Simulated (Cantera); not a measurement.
Charge: 1 mol SiF4, 2.2 mol O3, 8.3 mol H2, 23 mol N2O, equilibrated at 20.0 mbar.

Method: chemical equilibrium by Gibbs-energy minimisation in Cantera with the NASA 1993 tables (ideal gas, pure condensed phases). Candidate condensed phases: H2O, Si, SiO2, Si2N2O, Si3N4; 58 gas species. The tables hold silica as quartz up to 1696 K and as liquid above; real silica turns to tridymite and cristobalite and melts near 1996 K. Equilibrium is a limit: real reactors are often held back by kinetics, nucleation or transport. All values below are at 1277 °C.

Base state: N2 0.523, O2 0.242, H2O 0.143, HF 0.0910, NO 0.00135, OH 0.000393, O 2.72e-5 (mole fractions); condensed: SiO2(β-quartz).

What changes in the equilibrium state with this change: H2 from 8.3 to 2.7 mol?


| species | before | after |
|---|---|---|
| N2 | 0.523 | 0.558 |
| O2 | 0.242 | 0.326 |
| HF | 0.0910 | 0.0962 |
| H2O | 0.143 | 0.0174 |
| SiF4 | 2.93e-6 | 0.000247 |
| OH | 0.000393 | 0.000148 |
| NO | 0.00135 | 0.00163 |
| O | 2.72e-5 | 3.16e-5 |
| SiO2(β-quartz), mol | 1.000 | 0.990 |
